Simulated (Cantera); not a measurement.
**Stirred combustor or abatement burner**

A perfectly stirred reactor is fed with 6.29 % CO, 9.43 % H₂, 8.18 % O₂, 76.1 % N₂, at 0.310 bar; it is adiabatic with a 523 K inlet, and is followed from long to short residence time, starting on the burning branch (τ in s: 0.073, 0.032, 0.014, 0.0061, 0.0027, 0.0012, 0.00051, 0.00022, 9.7e-05, 4.3e-05, 1.9e-05, 8.1e-06, 3.6e-06).

Detailed kinetics in Cantera: GRI-Mech 3.0 (53 species, 325 reactions).

```csv
τ (s),T (K),x CO,x H₂,x O₂,x NO₂,x OH,x H,x H₂O
0.073,1643,0.00861,0.00420,0.00933,1.21e-9,0.00212,0.00209,0.0952
0.032,1600,0.0107,0.00549,0.0111,1.12e-9,0.00244,0.00365,0.0926
0.014,1544,0.0129,0.00693,0.0131,1.06e-9,0.00267,0.00614,0.0894
0.0061,1472,0.0153,0.00842,0.0155,9.51e-10,0.00273,0.00986,0.0855
0.0027,1385,0.0185,0.00979,0.0185,7.66e-10,0.00255,0.0146,0.0812
0.0012,1275,0.0253,0.0114,0.0235,4.95e-10,0.00209,0.0188,0.0770
0.00051,1093,0.0433,0.0212,0.0377,1.26e-10,0.00119,0.0162,0.0677
0.00022,523,0.0629,0.0943,0.0818,<1e-12,<1e-12,<1e-12,<1e-12
9.7e-5,523,0.0629,0.0943,0.0818,<1e-12,<1e-12,<1e-12,<1e-12
4.3e-5,523,0.0629,0.0943,0.0818,<1e-12,<1e-12,<1e-12,<1e-12
1.9e-5,523,0.0629,0.0943,0.0818,<1e-12,<1e-12,<1e-12,<1e-12
8.1e-6,523,0.0629,0.0943,0.0818,<1e-12,<1e-12,<1e-12,<1e-12
3.6e-6,523,0.0629,0.0943,0.0818,<1e-12,<1e-12,<1e-12,<1e-12
```
x: mole fraction; the columns are a selection and need not sum to one.
